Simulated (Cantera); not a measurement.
A perfectly stirred reactor is fed with N2O : H2 : N2 = 1 : 0.0059 : 1.3 (molar parts), at 4.80 Torr; it is held at 1375 K, and followed from long to short residence time.

Cantera simulation using GRI-Mech 3.0 (53 species, 325 reactions); the numbers are that mechanism's predictions, not measurements. GRI-Mech 3.0 was tuned for natural gas; its chemistry of N2O as a main component is partial and can be far from experiment. Radical loss at walls, strong at low pressure, is not modelled. The mechanism lacks the step 2 NO + O2 → 2 NO2, which can matter for NO2 below about 1400 K. The temperature is held fixed by assumption; the heat of reaction is taken as removed at once.

x: mole fraction; the columns are a selection and need not sum to one.

| τ (s) | x N2O | x H2 | x H2O2 | x NO2 | x O2 |
|---|---|---|---|---|---|
| 28 | 0.125 | 1.19e-5 | 4.33e-11 | 4.22e-5 | 0.104 |
| 11 | 0.220 | 2.94e-5 | 6.92e-11 | 7.11e-5 | 0.0718 |
| 4.7 | 0.306 | 6.46e-5 | 1.60e-10 | 9.84e-5 | 0.0426 |
| 1.9 | 0.370 | 0.000142 | 6.19e-10 | 0.000111 | 0.0208 |
| 0.79 | 0.404 | 0.000291 | [?] | 9.45e-5 | 0.00944 |
| 0.32 | 0.420 | 0.000572 | [?] | 5.62e-5 | 0.00396 |
| 0.13 | 0.427 | 0.00102 | [?] | 2.30e-5 | 0.00161 |
| 0.054 | 0.431 | 0.00158 | [?] | 6.98e-6 | 0.000644 |
| 0.022 | 0.432 | 0.00212 | [?] | 1.45e-6 | 0.000241 |
| 0.0091 | 0.433 | 0.00242 | [?] | 1.57e-7 | 8.81e-5 |

**Question.** Some entries are withheld; supply them.

**Answer.** 
- 0.79, x H2O2: 2.71e-9
- 0.32, x H2O2: 1.01e-8
- 0.13, x H2O2: 2.39e-8
- 0.054, x H2O2: 3.29e-8
- 0.022, x H2O2: 2.55e-8
- 0.0091, x H2O2: 8.15e-9
